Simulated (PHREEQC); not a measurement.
# Metal-bearing waste water (model solution)

A solution holds 2.4 mmol/kgw CuSO4, 2.4 mmol/kgw NiCl2, 28 mmol/kgw HCl and 0.026 mmol/kgw NaCl, at 25 °C. Closed to the air; pH follows from the charge balance.

Equilibrium calculation in PHREEQC: ion-association model, wateq4f.dat.

No solid was allowed to form.

Question: What pH does the model give?

Answer: pH 1.64.

Question: In which forms is S present?

Answer: HSO4- 52 %, SO4-2 40 %, CuSO4 4.3 %, NiSO4 4.0 % of the S.
